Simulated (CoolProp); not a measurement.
Saturation properties of acetone (Tc = 235.0 °C, pc = 4692 kPa, ω = 0.307).

The numbers come from the reference Helmholtz-energy equation of state, Lemmon 2006 in CoolProp. It is a short technical equation, of lower accuracy than the large ones.

```tsv
T (°C)	p (kPa)	vapour Z	surface tension (mN/m)
99.85	370.9	0.8862	13.6
112.95	513.0	0.8612	12.1
125.95	691.7	0.8330	10.6
138.95	914.1	0.8011	9.16
151.95	1187	0.7650	7.74
164.95	1517	0.7244	6.35
177.95	1912	0.6783	5.00
190.95	2382	0.6254	3.71
204.05	2941	0.5629	2.46
217.05	3594	0.4864	1.31
```

It boils at 56.1 °C under 1 atm.

Surface tension comes from a separate correlation (Mulero 2012).
